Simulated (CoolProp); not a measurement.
Vapour-liquid equilibrium of propane (1) + neopentane (2) at 308.4 K; x and y are mole fractions of (1).

Computed with CoolProp (multi-fluid Helmholtz-energy mixture model, Lemmon 2009 and Lemmon 2006; pair parameters Bell 2016).

```tsv
x	bubble pressure (kPa)	y at the bubble point	dew pressure at overall composition x (kPa)	liquid density (mol/L)
0.05	259.1	0.130	243.7	8.073
0.125	295.8	0.289	258.0	8.279
0.2	335.2	0.420	274.1	8.494
0.275	379.1	0.532	292.2	8.716
0.35	429.2	0.629	312.9	8.945
0.425	487.3	0.712	337.0	9.179
0.5	554.7	0.784	365.4	9.417
0.575	632.6	0.843	399.7	9.656
0.65	721.2	0.890	442.4	9.894
0.725	820.0	0.928	497.7	10.13
0.8	927.2	0.956	573.8	10.35
0.875	1039	0.977	689.1	10.55
0.95	1152	0.992	900.2	10.71
```

No azeotrope shows between x = 0.05 and 0.95.

The pair parameters rest on a limited set of measurements; away from them the model extrapolates.
